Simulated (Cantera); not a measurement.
## Equilibrium for roasting and sulfation: Fe2O3 + H2S + O2 + SO3

Feed: 1 mol Fe2O3, 0.78 mol H2S, 0.9 mol O2, a varied amount of SO3, equilibrated at 900 K and 9.00 Torr.

Cantera equilibrium calculation (NASA polynomials, part measured and part estimated; ideal gas, pure solids and liquids). Candidate condensed phases: Fe, FeO, Fe(OH)2, Fe(OH)3, FeS, FeSO4, FeS2, Fe2O3, Fe2(SO4)3, Fe3O4, H2O, H2SO4, S; 22 gas species. Rates play no part.

From 0.33 mol SO3 to 0.48 mol SO3 the condensed part is Fe2O3(s) + Fe3O4(s). From 0.58 mol SO3 to 2.5 mol SO3 the condensed part is Fe2O3(s).

| n(SO3) (mol) | log p SO2 | log p H2O | log p SO3 | log p O2 | log p H2 | log p H2SO4 | log p SO | n Fe2O3(s) | n Fe3O4(s) |
|---|---|---|---|---|---|---|---|---|---|
| 0.33 | -2.15 | -2.31 | -7.97 | -13.29 | -7.15 | -12.12 | -8.98 | 0.370 | 0.420 |
| 0.4 | -2.14 | -2.32 | -7.96 | -13.29 | -7.17 | -12.13 | -8.97 | 0.580 | 0.280 |
| 0.48 | -2.13 | -2.34 | -7.95 | -13.29 | -7.19 | -12.13 | -8.96 | 0.820 | 0.120 |
| 0.58 | -2.13 | -2.36 | -3.71 | -4.82 | -11.45 | -7.92 | -13.19 | 1.00 | 0 |
| 0.7 | -2.14 | -2.39 | -3.25 | -3.86 | -11.95 | -7.48 | -13.68 | 1.00 | 0 |
| 0.84 | -2.15 | -2.42 | -3.08 | -3.50 | -12.16 | -7.34 | -13.87 | 1.00 | 0 |
| 1 | -2.16 | -2.46 | -2.98 | -3.29 | -12.30 | -7.28 | <-13 | 1.00 | 0 |
| 1.2 | -2.16 | -2.50 | -2.91 | -3.14 | -12.42 | -7.25 | <-13 | 1.00 | 0 |
| 1.5 | -2.17 | -2.55 | -2.84 | -3.00 | -12.55 | -7.24 | <-13 | 1.00 | 0 |
| 1.8 | -2.17 | -2.60 | -2.80 | -2.91 | -12.64 | -7.25 | <-13 | 1.00 | 0 |
| 2.1 | -2.18 | -2.65 | -2.78 | -2.85 | -12.72 | -7.27 | <-13 | 1.00 | 0 |
| 2.5 | -2.18 | -2.70 | -2.75 | -2.79 | -12.80 | -7.29 | <-13 | 1.00 | 0 |
log p: log10 of the partial pressure in bar; n: condensed amount in mol.
